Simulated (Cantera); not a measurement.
Equilibrium for silicon epitaxy and polysilicon growth: Si3H8 + HCl + N2

Charge: 1 mol Si3H8, 0.76 mol HCl, a varied amount of N2, at 1723.15 K and 1330 Pa.

These are equilibrium values from Cantera (NASA tables, ideal gas, pure condensed phases), not measurements of a reactor. Candidate condensed phases: NH4Cl, Si, Si3N4; 28 gas species. The feed counts by its element totals alone. The tables' values for SiCl, SiCl3 are old estimates; treat these amounts as uncertain. The numbers say what is thermodynamically allowed, not how fast it happens.

From 18 mol N2 to 130 mol N2 the condensed part is Si3N4(s). The main Si-bearing gas is SiCl2 throughout.

```json
[
 {"n(N2) (mol)": "18", "x N2": "0.771", "x H2": "0.196", "x HCl": "0.0268", "x SiCl2": "0.00475", "x H": "0.000701", "x Cl": "7.41e-5", "x Si": "2.78e-5", "x SiCl": "2.71e-5", "n Si3N4(s)": "0.966"},
 {"n(N2) (mol)": "25", "x N2": "0.829", "x H2": "0.147", "x HCl": "0.0202", "x SiCl2": "0.00346", "x H": "0.000606", "x Cl": "6.47e-5", "x Si": "2.65e-5", "x SiCl": "2.25e-5", "n Si3N4(s)": "0.967"},
 {"n(N2) (mol)": "35", "x N2": "0.874", "x H2": "0.108", "x HCl": "0.0150", "x SiCl2": "0.00249", "x H": "0.000520", "x Cl": "5.59e-5", "x Si": "2.56e-5", "x SiCl": "1.88e-5", "n Si3N4(s)": "0.968"},
 {"n(N2) (mol)": "49", "x N2": "0.908", "x H2": "0.0788", "x HCl": "0.0110", "x SiCl2": "0.00179", "x H": "0.000444", "x Cl": "4.80e-5", "x Si": "2.49e-5", "x SiCl": "1.57e-5", "n Si3N4(s)": "0.968"},
 {"n(N2) (mol)": "68", "x N2": "0.933", "x H2": "0.0576", "x HCl": "0.00807", "x SiCl2": "0.00130", "x H": "0.000380", "x Cl": "4.12e-5", "x Si": "2.45e-5", "x SiCl": "1.33e-5", "n Si3N4(s)": "0.968"},
 {"n(N2) (mol)": "94", "x N2": "0.951", "x H2": "0.0421", "x HCl": "0.00591", "x SiCl2": "0.000940", "x H": "0.000325", "x Cl": "3.53e-5", "x Si": "2.42e-5", "x SiCl": "1.12e-5", "n Si3N4(s)": "0.968"},
 {"n(N2) (mol)": "130", "x N2": "0.964", "x H2": "0.0307", "x HCl": "0.00432", "x SiCl2": "0.000681", "x H": "0.000277", "x Cl": "3.02e-5", "x Si": "2.40e-5", "x SiCl": "9.50e-6", "n Si3N4(s)": "0.968"}
]
```
x: gas mole fraction; n: condensed amount in mol.
